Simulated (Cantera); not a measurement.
Input: 1 mol Si, 0.37 mol O2, 540 mol N2, held at 1650 K and 13.3 mbar.

Method: chemical equilibrium by Gibbs-energy minimisation in Cantera with the NASA 1993 tables (ideal gas, pure condensed phases). Candidate condensed phases: Si, SiO2, Si2N2O, Si3N4; 16 gas species. The numbers say what is thermodynamically allowed, not how fast it happens.

Base state: N2 0.999, SiO 0.000891 (mole fractions); condensed: Si2N2O(s).

**Question.** What changes in the equilibrium state with this change: pressure from 13.3 mbar to 1.60 mbar?

**Answer.** 
```csv
species,before,after
N2,0.999,0.999
SiO,0.000891,0.00137
Si,2.07e-6,9.56e-5
"Si2N2O(s), mol",0.259,0
"Si3N4(s), mol",0,0.0679
```

**Question.** What changes in the equilibrium state with this change: O2 from 0.37 to 0.6 mol?

**Answer.** 
```tsv
species	before	after
N2	0.999	0.999
SiO	0.000891	0.00148
Si2N2O(s), mol	0.259	0
SiO2(β-quartz), mol	0	0.200
```
The tables hold silica as quartz up to 1696 K and as liquid above; real silica turns to tridymite and cristobalite and melts near 1996 K.

**Question.** What changes in the equilibrium state with this change: Si replaced by SiC?

**Answer.** 
```tsv
species	before	after
N2	0.999	0.999
CO	0	0.000955
SiO	0.000891	0.000414
Si2N2O(s), mol	0.259	0
SiC(s), mol	0	0.484
Si3N4(s), mol	0	0.0968
```
Mutual solubility and eutectic melting of coexisting phases are not modelled. Further candidate phases: C, SiC.
